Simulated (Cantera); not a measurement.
Feed: 1 mol c-C4F8, 2.8 mol HCl, 2.2 mol H2, held at 777 °C and 0.0675 Torr.

Cantera equilibrium calculation (NASA polynomials, part measured and part estimated; ideal gas, pure solids and liquids). Candidate condensed phases: C, C6H6, C7H8, C8H18; 118 gas species. The feed counts by its element totals alone. Gases not in the tables: C2F6 and larger saturated fluorocarbons. Kinetics and transport are ignored.

Base state: HF 0.660, HCl 0.189, CF4 0.0703, Cl2 0.0601, Cl 0.0205, CClF3 0.000562 (mole fractions); condensed: C(graphite).

Question: What changes in the equilibrium state with this change: pressure from 0.0675 Torr to 0.375 Torr?

Answer: 
```json
[
 {"species": "HF", "before": "0.660", "after": "0.629"},
 {"species": "HCl", "before": "0.189", "after": "0.234"},
 {"species": "CF4", "before": "0.0703", "after": "0.0818"},
 {"species": "Cl2", "before": "0.0601", "after": "0.0466"},
 {"species": "Cl", "before": "0.0205", "after": "0.00764"},
 {"species": "CCl2F2", "before": "5.40e-6", "after": "1.06e-5"},
 {"species": "CClF3", "before": "0.000562", "after": "0.000850"},
 {"species": "C(graphite), mol", "before": "3.40", "after": "3.31"}
]
```
